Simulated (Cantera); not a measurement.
**NO annealing gas**

A perfectly stirred reactor is fed with 45.5 % NO, 54.5 % N₂, at 20.0 Torr; it is held at 2000 K, and followed from long to short residence time.

Detailed kinetics in Cantera: GRI-Mech 3.0 (53 species, 325 reactions). Radical loss at walls, strong at low pressure, is not modelled.

```csv
τ (s),x NO,x N₂O,x O,x NO₂,x N₂,x O₂
1.2,0.414,6.05e-5,0.000732,3.59e-5,0.565,0.0198
0.66,0.434,6.88e-5,0.000602,2.86e-5,0.556,0.0100
0.36,0.444,7.32e-5,0.000511,2.33e-5,0.551,0.00500
0.19,0.449,7.46e-5,0.000439,1.95e-5,0.548,0.00235
0.11,0.452,7.35e-5,0.000381,1.69e-5,0.547,0.00118
0.058,0.453,6.92e-5,0.000303,1.39e-5,0.546,0.000480
0.032,0.454,6.16e-5,0.000221,1.06e-5,0.546,0.000181
0.017,0.454,4.97e-5,0.000135,6.76e-6,0.546,5.34e-5
0.0094,0.454,3.66e-5,7.52e-5,3.69e-6,0.545,1.50e-5
```
x: mole fraction; the columns are a selection and need not sum to one.
